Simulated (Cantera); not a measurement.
Charge: 1 mol C2H4, 0.01 mol NH3, equilibrated at 2948 K and 0.0750 bar.

Cantera equilibrium calculation (NASA polynomials, part measured and part estimated; ideal gas, pure solids and liquids). Candidate condensed phases: C, C6H6, C7H8, C8H18; 92 gas species. Equilibrium is a limit: real reactors are often held back by kinetics, nucleation or transport.

Base state: H2 0.584, H 0.374, C2H2 (acetylene) 0.0311, C2H 0.00318, HCN 0.00264, C3 0.00237, C4H2 0.000693, HNC 0.000478 (mole fractions); condensed: C(graphite).

What changes in the equilibrium state with this change: temperature from 2948 K to 948.15 K?


```csv
species,before,after
H2,0.584,0.985
CH4,2.11e-6,0.0125
N2,0.000358,0.00250
H,0.374,1.91e-9
C2H2 (acetylene),0.0311,<1e-9
C2H,0.00318,<1e-9
C3,0.00237,<1e-9
C4H2,0.000693,<1e-9
HNC,0.000478,<1e-9
"C(graphite), mol",1.79,1.98
```

What changes in the equilibrium state with this change: temperature from 2948 K to 998 K?


```json
[
 {"species": "H2", "before": "0.584", "after": "0.990"},
 {"species": "CH4", "before": "2.11e-6", "after": "0.00718"},
 {"species": "N2", "before": "0.000358", "after": "0.00249"},
 {"species": "H", "before": "0.374", "after": "7.82e-9"},
 {"species": "C2H2 (acetylene)", "before": "0.0311", "after": "1.07e-9"},
 {"species": "C2H", "before": "0.00318", "after": "<1e-9"},
 {"species": "C3", "before": "0.00237", "after": "<1e-9"},
 {"species": "C(graphite), mol", "before": "1.79", "after": "1.99"}
]
```
